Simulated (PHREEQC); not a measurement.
Dissolve 0.17 mol NH3, 0.022 mol NaAlO2 and 0.0023 mol (CH3)4NCl per kg of water at 25 °C. Closed to the air; pH follows from the charge balance.

Equilibrium calculation in PHREEQC: ion-association model, phreeqc.dat.

The pH comes out as 11.24 and the ionic strength is 0.0263 mol/kgw. The total alkalinity comes out as 258 meq/kg.

```json
[
 {"species": "NH3", "molality": "0.168", "activity": "0.169", "log γ": "0.003"},
 {"species": "Al(OH)4-", "molality": "0.0220", "activity": "0.0189", "log γ": "-0.067"},
 {"species": "Na+", "molality": "0.0220", "activity": "0.0189", "log γ": "-0.066"},
 {"species": "Cl-", "molality": "0.00230", "activity": "0.00196", "log γ": "-0.069"},
 {"species": "(CH3)4N+", "molality": "0.00230", "activity": "0.00197", "log γ": "-0.068"},
 {"species": "OH-", "molality": "0.00204", "activity": "0.00174", "log γ": "-0.070"},
 {"species": "NH4+", "molality": "0.00204", "activity": "0.00172", "log γ": "-0.073"},
 {"species": "Al(OH)3", "molality": "5.80e-8", "activity": "5.84e-8", "log γ": "0.003"}
]
```

This is a speciation only: nothing precipitates in the calculation. The solution is supersaturated, for example in Gibbsite (slow to form), so a real one may precipitate; this is no full list. (CH3)4N+ isn't in the database: it is added as a free cation with an ion size of 4 Å.
